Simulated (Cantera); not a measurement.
## Thermodynamics of carbothermic reduction, feed CuO + CH4 + H2

Feed: 1 mol CuO, 3.4 mol CH4, 0.38 mol H2, at 0.158 Torr.

Method: chemical equilibrium by Gibbs-energy minimisation in Cantera with the NASA 1993 tables (ideal gas, pure condensed phases). Candidate condensed phases: C, C6H6, C7H8, C8H18, Cu, CuO, Cu(OH)2, Cu2O, H2O; 113 gas species. Equilibrium is a limit: real reactors are often held back by kinetics, nucleation or transport.

```json
[
 {"T (°C)": "827", "x H2": "0.878", "x H": "1.67e-6", "x CO": "0.122", "x Cu": "2.83e-6", "n C(graphite)": "2.40", "n Cu(s)": "1.000", "n Cu(l)": "0"},
 {"T (°C)": "977", "x H2": "0.878", "x H": "3.12e-5", "x CO": "0.122", "x Cu": "0.000221", "n C(graphite)": "2.40", "n Cu(s)": "0.998", "n Cu(l)": "0"},
 {"T (°C)": "1127", "x H2": "0.872", "x H": "0.000313", "x CO": "0.121", "x Cu": "0.00642", "n C(graphite)": "2.40", "n Cu(s)": "0", "n Cu(l)": "0.947"},
 {"T (°C)": "1277", "x H2": "0.798", "x H": "0.00194", "x CO": "0.111", "x Cu": "0.0884", "n C(graphite)": "2.40", "n Cu(s)": "0", "n Cu(l)": "0.205"},
 {"T (°C)": "1427", "x H2": "0.774", "x H": "0.00895", "x CO": "0.108", "x Cu": "0.108", "n C(graphite)": "2.40", "n Cu(s)": "0", "n Cu(l)": "0"},
 {"T (°C)": "1577", "x H2": "0.753", "x H": "0.0323", "x CO": "0.107", "x Cu": "0.107", "n C(graphite)": "2.40", "n Cu(s)": "0", "n Cu(l)": "0"},
 {"T (°C)": "1727", "x H2": "0.698", "x H": "0.0938", "x CO": "0.104", "x Cu": "0.104", "n C(graphite)": "2.39", "n Cu(s)": "0", "n Cu(l)": "0"},
 {"T (°C)": "1877", "x H2": "0.583", "x H": "0.222", "x CO": "0.0968", "x Cu": "0.0968", "n C(graphite)": "2.38", "n Cu(s)": "0", "n Cu(l)": "0"},
 {"T (°C)": "2027", "x H2": "0.403", "x H": "0.424", "x CO": "0.0858", "x Cu": "0.0858", "n C(graphite)": "2.35", "n Cu(s)": "0", "n Cu(l)": "0"}
]
```
x: gas mole fraction; n: condensed amount in mol.

From 827 °C to 977 °C the condensed part is C(graphite) + Cu(s). From 1127 °C to 1277 °C the condensed part is C(graphite) + Cu(l). From 1427 °C to 2027 °C the condensed part is C(graphite). The main Cu-bearing gas is Cu throughout.
